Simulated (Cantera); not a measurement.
Input: 1 mol SiO2, 0.79 mol CO, 0.49 mol H2, at 220 Pa.

Cantera equilibrium calculation (NASA polynomials, part measured and part estimated; ideal gas, pure solids and liquids). Candidate condensed phases: C, C6H6, C7H8, C8H18, H2O, Si, SiC, SiO2; 123 gas species. The tables hold silica as quartz up to 1696 K and as liquid above; real silica turns to tridymite and cristobalite and melts near 1996 K. The numbers say what is thermodynamically allowed, not how fast it happens.

Question: What share of the Si ends up in condensed phases as a function of T (K), at 1873, 1898, 1923, 1948, 1973, 1998, 2023, 2048, 2073, 2098, 2123, 2148, 2173, 2198?

Answer: 
```csv
T (K),Si condensed (%),as
1873,94.2,SiO2(condensed)
1898,92.9,SiO2(condensed)
1923,91.2,SiO2(condensed)
1948,89.3,SiO2(condensed)
1973,87.0,SiO2(condensed)
1998,84.3,SiO2(l)
2023,81.2,SiO2(l)
2048,77.7,SiO2(l)
2073,73.8,SiO2(l)
2098,69.3,SiO2(l)
2123,64.4,SiO2(l)
2148,59.0,SiO2(l)
2173,53.1,SiO2(l)
2198,46.4,SiO2(l)
```
